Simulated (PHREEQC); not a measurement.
Solution (25 °C): 36 mmol/kgw Pb(NO3)2. Closed to the air; pH follows from the charge balance.

Equilibrium calculation in PHREEQC: ion-association model, wateq4f.dat.

Each row changes one thing in this solution. Precipitation was switched off in this run.

```csv
case,pH,ionic strength (mol/kgw),NO3- (mol/kgw)
as made,4.63,0.0895,0.0628
0.055 mol/kgw NaNO3 added,4.69,0.138,0.114
Pb(NO3)2 from 0.036 to 0.0324 mol/kgw,4.66,0.0814,0.0569
Pb(NO3)2 replaced by HNO3 at the same molality,1.51,0.0360,0.0360
temperature from 25 to 15 °C,4.63,0.0893,?
Pb(NO3)2 from 0.036 to 0.0036 mol/kgw,?,0.0103,?
diluted 100-fold with water,?,0.00107,0.000717
```

Some entries are withheld; supply them.


- temperature from 25 to 15 °C, NO3- (mol/kgw): 0.0627
- Pb(NO3)2 from 0.036 to 0.0036 mol/kgw, pH: 5.16
- Pb(NO3)2 from 0.036 to 0.0036 mol/kgw, NO3- (mol/kgw): 0.00697
- diluted 100-fold with water, pH: 5.61
